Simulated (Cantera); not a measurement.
A perfectly stirred reactor is fed with C2H4 : O2 : N2 : CO2 = 1 : 2 : 5.6 : 2 (molar parts), equivalence ratio 1.5, at 1.01 bar; it is adiabatic with a 773 K inlet, and is followed from long to short residence time, starting on the burning branch (τ in s: 0.024, 0.012, 0.0056, 0.0027, 0.0013, 0.00062, 0.0003, 0.00014, 6.8e-05, 3.3e-05, 1.6e-05, 7.6e-06).

Model: GRI-Mech 3.0 (53 species, 325 reactions), integrated in Cantera. GRI-Mech 3.0 was tuned for natural gas; its chemistry of ethylene as a main component is partial and can be far from experiment.

One state of this run: T (K) = 2297; x C2H4 = 7.83e-6; x O2 = 0.00165; x CO2 = 0.188; x HCN = 2.31e-6; x C2H = 2.43e-7. x: mole fraction; the columns are a selection and need not sum to one.

Problem. Which value of τ (s) does it belong to?
A. 0.00014
B. 3.3e-5
C. 0.012
D. 7.6e-6

Solution. C, 0.012
